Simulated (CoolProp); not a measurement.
Properties of CH3F (R41) along the isobar 101 kPa (Tc = 44.1 °C, pc = 5906 kPa, ω = 0.200).

Values from CoolProp's reference Helmholtz-energy equation of state, Lemmon 2006. It is a short technical equation, of lower accuracy than the large ones.

```
T (°C)  phase  density (kg/m³)  Joule-Thomson coefficient (K/MPa)
------  -----  ---------------  ---------------------------------
-38.25    gas            1.795                                [?]
-11.05    gas            1.598                                [?]
16.05     gas            1.443                              19.75
43.25     gas            1.316                              15.18
70.35     gas            1.210                                [?]
97.55     gas            1.120                                [?]
124.65    gas            1.043                                [?]
151.85    gas           0.9752                                [?]
```

Task: What belongs in the gaps?

Result: 
- -38.25, Joule-Thomson coefficient (K/MPa): 38.67
- -11.05, Joule-Thomson coefficient (K/MPa): 26.78
- 70.35, Joule-Thomson coefficient (K/MPa): 12.03
- 97.55, Joule-Thomson coefficient (K/MPa): 9.747
- 124.65, Joule-Thomson coefficient (K/MPa): 8.041
- 151.85, Joule-Thomson coefficient (K/MPa): 6.725
